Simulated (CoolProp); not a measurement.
Computed with CoolProp (reference Helmholtz-energy equation of state, Span 2000).

Question: Give the vapour pressure (MPa), vapour density (kg/m³), enthalpy of vaporisation (kJ/kg), liquid conductivity (mW/(m K)) of saturated nitrogen at -184.55, -178.45, -163.25 °C.

Answer: 
```
T (°C)   p (MPa)  vapour density (kg/m³)  enthalpy of vaporisation (kJ/kg)  liquid conductivity (mW/(m K))
-------  -------  ----------------------  --------------------------------  ------------------------------
-184.55    0.319                    13.4                               183                             123
-178.45    0.528                    21.8                               172                             111
-163.25     1.46                    62.2                               135                            80.6
```

Thermal conductivity comes from a separate model (Lemmon 2004).
